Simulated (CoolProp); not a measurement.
The numbers come from the reference Helmholtz-energy equation of state, Schmidt 1985 in CoolProp.

Give the vapour pressure (MPa), liquid density (kg/m³), vapour Z, vapour viscosity (µPa s) of saturated oxygen at 90.8, 106.3 K.


| T (K) | p (MPa) | liquid density (kg/m³) | vapour Z | vapour viscosity (µPa s) |
|---|---|---|---|---|
| 90.8 | 0.108 | 1140 | 0.966 | 7.00 |
| 106.3 | 0.417 | 1060 | 0.911 | 8.24 |

Viscosity comes from a separate model (Lemmon 2004).
